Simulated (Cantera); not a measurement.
A freely propagating, adiabatic, planar premixed flame of H2 : O2 : N2 : H2O = 1 : 0.172 : 0.69 : 0.42 (molar parts), equivalence ratio 2.9, unburnt at 650 K and 1.38 atm; multicomponent transport, grid criteria slope 0.08 and curve 0.16, no radiation.

Computed with Cantera and the H2/O2 subset of GRI-Mech 3.0, which has no nitrogen chemistry. Burning velocities carry a grid error of a few per cent, more on coarse grids.

Predict: laminar burning velocity; thermal thickness; peak x(H); peak x(O); peak x(OH).


```
Quantity                     Value
------------------------  --------
laminar burning velocity  551 cm/s
thermal thickness         0.299 mm
peak x(H)                   0.0318
peak x(O)                 0.000691
peak x(OH)                 0.00121
```
